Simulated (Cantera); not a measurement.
Feed: 1 mol MgSO4, 0.33 mol H2, 0.013 mol CO2, held at 1200 °C and 0.160 bar.

Cantera equilibrium calculation (NASA polynomials, part measured and part estimated; ideal gas, pure solids and liquids). Candidate condensed phases: C, C6H6, C7H8, C8H18, H2O, H2SO4, Mg, MgCO3, MgO, Mg(OH)2, MgS, MgSO4, S; 130 gas species. The numbers say what is thermodynamically allowed, not how fast it happens.

Question: What is the equilibrium state?

Answer: 
* **x(SO2)**: 0.593
* **x(O2)**: 0.198
* **x(H2O)**: 0.197
* **x(CO2)**: 0.00776
* **x(SO3)**: 0.00454
* **x(OH)**: 0.000135
* **x(O)**: 3.10e-6
* **x(H2)**: 1.45e-6
* **n(MgO(s))**: 1.00 mol
* **gas amount**: 1.674 mol
* **log10 activity of S(l) (absent)**: -9.71
* **log10 activity of Mg(l) (absent)**: -14.80
* **log10 activity of C(graphite) (absent)**: -15.46
